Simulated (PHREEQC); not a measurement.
Consider water at 25 °C with 1.7 mmol/kgw NaH2PO4, 140 mmol/kgw KOH and 13 mmol/kgw NaCl. Closed to the air; pH follows from the charge balance.

The numbers come from PHREEQC with the ion-association model, wateq4f.dat.

Task: The ionic strength comes out as 0.160 mol/kgw. What activity coefficients do KHPO4-, PO4-3, HPO4-2, Cl-, K+ get?

Result: KHPO4- 0.76, PO4-3 0.078, HPO4-2 0.32, Cl- 0.73, K+ 0.73.

Precipitation was switched off in this run. Complexes and solids missing from the database can't appear. H3PO4, which wateq4f.dat lacks, is added to it with the constant of phreeqc.dat.
